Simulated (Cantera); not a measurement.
Cantera with NASA thermochemical tables; ideal gases at 1 bar, condensed phases pure. Values are per mole of reaction as written; species without (g) are pure solids or liquids, kept so even where they would boil at 1 bar.

4 Al + O2(g) → 2 Al2O(g)

| T (K) | ΔH° (kJ) | ΔS° (J/K) | ΔG° (kJ) | log10 K |
|---|---|---|---|---|
| 1598 | … | … | … | … |
| 1648 | -381.6 | 84.8 | -521.4 | 16.53 |
| 1698 | -383.6 | 83.6 | -525.6 | 16.17 |
| 1748 | -385.7 | 82.4 | -529.8 | 15.83 |
| 1798 | … | … | … | … |

Problem. Some entries are withheld; supply them.

Solution. 
- 1598, ΔH° (kJ): -379.6
- 1598, ΔS° (J/K): 86.1
- 1598, ΔG° (kJ): -517.2
- 1598, log10 K: 16.90
- 1798, ΔH° (kJ): -387.7
- 1798, ΔS° (J/K): 81.3
- 1798, ΔG° (kJ): -533.9
- 1798, log10 K: 15.51
